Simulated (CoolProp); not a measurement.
R22 along the isotherm 500 K: fugacity coefficient from the reference equation and from simpler models built on Tc = 369.3 K, pc = 4.990 MPa, ω = 0.221; each cubic takes its own stable root.

Model: reference Helmholtz-energy equation of state, Kamei 1995, in CoolProp.

```tsv
p (MPa)	phase	reference
0.158	gas	0.9964
0.238	gas	0.9946
0.359	gas	0.9918
0.542	gas	0.9876
0.817	gas	0.9814
1.23	gas	0.9721
1.86	gas	0.9580
2.81	gas	0.9370
4.23	gas	0.9064
6.39	supercritical	0.8616
9.63	supercritical	0.7998
14.5	supercritical	0.7222
21.9	supercritical	0.6443
33.1	supercritical	0.5926
49.9	supercritical	0.5896
```

### Question
How far does each simpler model (van der Waals, Redlich-Kwong, Soave-Redlich-Kwong) lie from the reference over these 15 states: mean and median of the absolute difference, and the worst?

### Answer
- van der Waals: mean 2.7 %, median 1.4 %, worst -9.0 % at 500 K and 21.9 MPa
- Redlich-Kwong: mean 1.9 %, median 1.2 %, worst -4.9 % at 500 K and 21.9 MPa
- Soave-Redlich-Kwong: mean 2.8 %, median 0.3 %, worst +15.0 % at 500 K and 49.9 MPa
